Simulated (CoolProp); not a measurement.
R404A along the isobar 18.1 bar: Z from the reference equation and from simpler models built on Tc = 72.1 °C, pc = 37.35 bar, ω = 0.293; each cubic takes its own stable root.

Computed with CoolProp (reference Helmholtz-energy equation of state, Lemmon 2003). It is a pseudo-pure fit of the blend.

```csv
T (°C),phase,reference
-1.05,liquid,0.06724
12.55,liquid,0.06717
26.15,liquid,0.06796
66.85,gas,0.7846
80.45,gas,0.8187
94.05,gas,0.8454
107.55,gas,0.8667
121.15,gas,0.8843
134.75,gas,0.8991
148.35,gas,0.9116
161.85,gas,0.9222
175.45,gas,0.9314
189.05,gas,0.9394
```

Question: How far does each simpler model (van der Waals, Peng-Robinson) lie from the reference over these 13 states: mean and median of the absolute difference, and the worst?

Answer: 
- van der Waals: mean 88.0 %, median 1.2 %, worst +981.2 % at 26.15 °C and 18.1 bar
- Peng-Robinson: mean 1.2 %, median 0.7 %, worst +4.9 % at 26.15 °C and 18.1 bar

At some of these states van der Waals gives the other phase, because its saturation line lies elsewhere.
